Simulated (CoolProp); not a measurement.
A Linde-Hampson liquefier for normal hydrogen: isothermal reversible compression at 280 K from 1 atm to 10 MPa, throttling to 1 atm, return gas leaving the recuperator 2 K below the feed. Each further row changes one setting.

Model: reference Helmholtz-energy equation of state, Leachman 2009, in CoolProp.

```json
[
 {"case": "as stated", "compression work (kJ/kg of gas)": "5370"},
 {"case": "high pressure 20 MPa", "compression work (kJ/kg of gas)": "6250"},
 {"case": "warm-end temperature 310 K", "compression work (kJ/kg of gas)": "5940"},
 {"case": "warm-end gap 7 K", "compression work (kJ/kg of gas)": "5370"}
]
```
